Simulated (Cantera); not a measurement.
Charge: 1 mol Si, 0.017 mol N2O, 35 mol N2, 0.041 mol H2O, held at 32.0 Pa.

Equilibrium computed with Cantera from the NASA thermochemical tables; the gas is ideal and each condensed phase is pure. Candidate condensed phases: H2O, Si, SiO2, Si2N2O, Si3N4; 35 gas species. Rates play no part. All values below are at 1523 K.

Base state: N2 0.997, SiO 0.00168, H2 0.00117, H 4.41e-5, Si 2.13e-5 (mole fractions); condensed: Si3N4(s).

Task: What changes in the equilibrium state with this change: Si replaced by SiC?

Result: 
```
species         before     after
-------------  -------  --------
N2               0.997     0.997
H2             0.00117   0.00114
CO                   0  0.000830
SiO            0.00168  0.000822
Si             2.13e-5   9.62e-6
H              4.41e-5   4.37e-5
Si3N4(s), mol    0.314         0
SiC(s), mol          0     0.971
```
Further candidate phases: C, C6H6, C7H8, C8H18, SiC.

Task: What changes in the equilibrium state with this change: pressure from 32.0 Pa to 0.530 Pa?

Result: 
```csv
species,before,after
N2,0.997,0.994
Si,2.13e-5,0.00340
SiO,0.00168,0.00165
H,4.41e-5,0.000318
Si2N,2.58e-7,1.41e-5
H2,0.00117,0.00100
"Si3N4(s), mol",0.314,0
"Si(s), mol",0,0.820
```
